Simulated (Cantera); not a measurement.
Input (Python, Cantera):

```python
import numpy as np
import cantera as ct

gas = ct.Solution("gri30.yaml")


def delay(T, t_max=10):
    gas.TPX = T, 1000000, {'CH4': 1, 'C2H6': 0.035, 'C3H8': 0.31, 'O2': 5.92, 'N2': 22.3}
    reactor = ct.IdealGasConstPressureReactor(gas, clone=False)
    net = ct.ReactorNet([reactor])
    net.rtol, net.atol = 1e-8, 1e-16
    while net.time < t_max:
        t_old, T_old = net.time, reactor.T
        net.step()
        if reactor.T > T + 400:  # ignition: a rise of 400 K
            return t_old + (T + 400 - T_old) / (reactor.T - T_old) * (net.time - t_old)
    return np.nan


taus = []
for T in [1075, 1125, 1175, 1225, 1275, 1325]:
    taus.append(delay(T))
    print(f"T0 = {T:6g} K   tau = {taus[-1]:.4e} s")
```

It prints:

```
T0 =   1075 K   tau = 1.1300e-02 s
T0 =   1125 K   tau = 5.1250e-03 s
T0 =   1175 K   tau = 2.3457e-03 s
T0 =   1225 K   tau = 1.0861e-03 s
T0 =   1275 K   tau = 5.1400e-04 s
T0 =   1325 K   tau = 2.5185e-04 s
```

Cantera simulation using GRI-Mech 3.0 (53 species, 325 reactions); the numbers are that mechanism's predictions, not measurements. GRI-Mech 3.0 was tuned for natural gas; its chemistry of propane as a main component is partial and can be far from experiment.
